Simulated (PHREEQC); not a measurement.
Solution (25 °C and 100 atm): 83 mmol/kgw HF and 0.84 mmol/kgw NH3. Closed to the air; pH follows from the charge balance.

Computed with PHREEQC (ion-association model, phreeqc.dat).

Each row changes one thing in this solution. No solid was allowed to form.

```csv
case,pH,ionic strength (mol/kgw),HF (mol/kgw),F- (mol/kgw),HF2- (mol/kgw),NH3 (mol/kgw)
as made,2.11,0.00923,0.0718,0.00730,0.00193,5.46e-11
diluted 2-fold with water,2.29,0.00591,0.0349,0.00524,0.000673,4.19e-11
HF from 0.083 to 0.0913 mol/kgw,2.09,0.00980,0.0793,0.00758,0.00221,5.11e-11
HF from 0.083 to 0.124 mol/kgw,2.00,0.0119,0.109,0.00853,0.00341,4.11e-11
diluted 10-fold with water,2.69,0.00223,0.00602,0.00218,4.84e-5,2.16e-11
NH3 replaced by NH4HSO4 at the same molality,2.08,0.0106,0.0726,0.00681,0.00182,4.95e-11
0.081 mol/kgw (CH3)4NF added,3.05,0.0829,0.0651,0.0669,0.0160,3.88e-10
NH3 from 0.00084 to 0.000756 mol/kgw,2.11,0.00919,0.0719,0.00727,0.00192,4.89e-11
```

Species that the database lacks are ignored. Under pressure, the constants of complexes without a molar volume in the database are unreliable.
